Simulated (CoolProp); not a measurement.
Properties of carbonyl sulfide along the isobar 0.928 MPa.

Computed with CoolProp (reference Helmholtz-energy equation of state, Lemmon 2006). It is a short technical equation, of lower accuracy than the large ones.

| T (K) | phase | Z | cp (kJ/(kg K)) | speed of sound (m/s) | isothermal compressibility (1/MPa) | fugacity coefficient |
|---|---|---|---|---|---|---|
| 163.9 | liquid | 0.03158 | ? | 1314 | 0.0006941 | 0.002297 |
| 171.4 | liquid | 0.03055 | 1.170 | 1279 | 0.0007483 | ? |
| 178.9 | liquid | 0.02961 | 1.165 | ? | 0.0008078 | 0.008115 |
| 186.4 | liquid | 0.02876 | 1.163 | ? | 0.0008734 | ? |
| 193.8 | liquid | 0.02799 | 1.162 | 1175 | 0.0009451 | 0.02278 |
| 201.3 | liquid | 0.02729 | 1.164 | 1140 | 0.001026 | 0.03583 |
| 208.8 | liquid | 0.02664 | 1.168 | 1105 | 0.001116 | 0.05423 |
| 216.3 | liquid | 0.02606 | 1.174 | 1069 | 0.001217 | 0.07936 |
| 223.8 | liquid | 0.02552 | 1.181 | 1034 | 0.001332 | 0.1127 |
| 231.3 | liquid | 0.02504 | 1.190 | 999.1 | 0.001462 | 0.1557 |

What belongs in the gaps?


- 163.9, cp (kJ/(kg K)): 1.177
- 171.4, fugacity coefficient: 0.004457
- 178.9, speed of sound (m/s): 1244
- 186.4, speed of sound (m/s): 1209
- 186.4, fugacity coefficient: 0.01398
